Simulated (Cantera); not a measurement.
What does this Cantera script print?

```python
import numpy as np
import cantera as ct

gas_names = [...]  # 140 gases of nasa_gas.yaml made of C, Fe, H, N, O
cond_names = """
    C(gr) C6H6(L) C7H8(L) C8H18(L),n-octa Fe(a) Fe(c) Fe(d) Fe(L) FeC5O5(L) FeO(s) FeO(L) Fe(OH)2(s)
    Fe(OH)3(s) Fe2O3(s) Fe3O4(s) H2O(s) H2O(L)
""".split()


# ... load() reads the species with a 1 bar reference pressure and builds the phases ...
atoms = {
    'Fe2O3': {'Fe': 2, 'O': 3},
    'CH4': {'C': 1, 'H': 4},
    'N2': {'N': 2},
}
top_T = {'C(gr)': 4500, 'Fe2O3(s)': 1830, 'Fe3O4(s)': 1870}  # K; cautious upper limits of use, not melting points


# ... equilibrate(T, P, feed) seeds the gas with the atoms and calls Mixture.equilibrate('TP', solver="gibbs", rtol=1e-10, max_steps=50000) ...
results = []
feed = {'Fe2O3': 1, 'CH4': 0.78, 'N2': 1.2}  # mol
T = 1073.15  # K
for P in [10, 100, 1000, 10000, 100000, 1000000]:
    mix = equilibrate(T, P, feed)
    results.append((T, P, feed, dict(zip(mix.species_names, mix.species_moles))))

top = {s: max(r[3][s] / sum(r[3][g] for g in gas_names) for r in results) for s in gas_names}
cols = sorted((s for s in top if top[s] > 0.0001), key=lambda s: -top[s])[:5]
seen = [c for c in cond_names if any(r[3].get(c, 0) > 1e-12 for r in results)]
print("log10 of partial pressures in bar; condensed amounts in mol")
print(f"{'P/Pa':>10s}" + "".join(f"{s[:9]:>10s}" for s in cols + seen))
for T, P, feed, n in results:
    ng = sum(n[g] for g in gas_names)
    print(f"{P:10.4g}" + "".join(f"{np.log10(max(n[s] / ng * P / 1e5, 1e-99)):10.3f}" for s in cols)
          + "".join(f"{n.get(c, 0):10.4g}" for c in seen))
```

Result:

```
log10 of partial pressures in bar; condensed amounts in mol
      P/Pa        N2        H2        CO       H2O       CH4     Fe(a)    FeO(s)
        10    -4.470    -4.440    -4.747    -5.112   -15.179    0.1995     1.801
       100    -3.470    -3.440    -3.747    -4.112   -12.179    0.1995     1.801
      1000    -2.470    -2.440    -2.747    -3.112    -9.179    0.1995     1.801
     1e+04    -1.470    -1.440    -1.747    -2.112    -6.179    0.1994     1.801
     1e+05    -0.469    -0.440    -0.748    -1.113    -3.181    0.1959     1.804
     1e+06     0.566     0.505     0.199    -0.143    -0.367         0         2
```

Equilibrium computed with Cantera from the NASA thermochemical tables; the gas is ideal and each condensed phase is pure. Mutual solubility and eutectic melting of coexisting phases are not modelled. The tables' stoichiometric FeO is somewhat more stable than real wüstite, so its field is too wide. FeO: taken at fixed stoichiometry.
